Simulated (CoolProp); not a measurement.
A Linde-Hampson liquefier for methane: isothermal reversible compression at 300 K from 1 atm to 5 MPa, throttling to 1 atm, return gas leaving the recuperator 10 K below the feed. Each further row changes one setting.

Computed with CoolProp (reference Helmholtz-energy equation of state, Setzmann 1991).

```json
[
 {"case": "as stated", "liquid yield per pass": "0.030", "compression work (kJ/kg of gas)": "594"},
 {"case": "high pressure 10 MPa", "liquid yield per pass": "0.086", "compression work (kJ/kg of gas)": "689"},
 {"case": "warm-end temperature 330 K", "liquid yield per pass": "[?]", "compression work (kJ/kg of gas)": "[?]"},
 {"case": "warm-end gap 15 K", "liquid yield per pass": "[?]", "compression work (kJ/kg of gas)": "594"}
]
```

Task: Some entries are withheld; supply them.

Result: 
- warm-end temperature 330 K, liquid yield per pass: 0.018
- warm-end temperature 330 K, compression work (kJ/kg of gas): 657
- warm-end gap 15 K, liquid yield per pass: 0.017
